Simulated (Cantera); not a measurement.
Mixture: CH4 : O2 : N2 : H2O = 1 : 4.44 : 11.6 : 0.61 (molar parts), at 7.80 bar, adiabatic and at constant volume. Ignition delay is the time to a rise of 400 K.

Detailed kinetics in Cantera: GRI-Mech 3.0 (53 species, 325 reactions).

Problem. What does this change do: 0.048 parts C2H6 added?

Solution. 
```
quantity                                                before       after
--------------------------------------------------  ----------  ----------
delay at 1148 K                                        6.44 ms     2.96 ms
delay at 1223 K                                        2.43 ms     1.14 ms
delay at 1298 K                                        1.01 ms    0.489 ms
delay at 1373 K                                       0.448 ms    0.224 ms
delay at 1448 K                                       0.212 ms    0.108 ms
delay at 1523 K                                       0.107 ms     55.1 µs
delay at 1598 K                                        56.9 µs     29.6 µs
apparent activation energy between 1448 and 1598 K  170 kJ/mol  170 kJ/mol
```

Problem. What does this change do: constant pressure in place of constant volume?

Solution. 
```csv
quantity,before,after
delay at 1148 K,6.44 ms,6.68 ms
delay at 1223 K,2.43 ms,2.53 ms
delay at 1298 K,1.01 ms,1.05 ms
delay at 1373 K,0.448 ms,0.471 ms
delay at 1448 K,0.212 ms,0.224 ms
delay at 1523 K,0.107 ms,0.113 ms
delay at 1598 K,56.9 µs,60.4 µs
apparent activation energy between 1448 and 1598 K,170 kJ/mol,170 kJ/mol
```
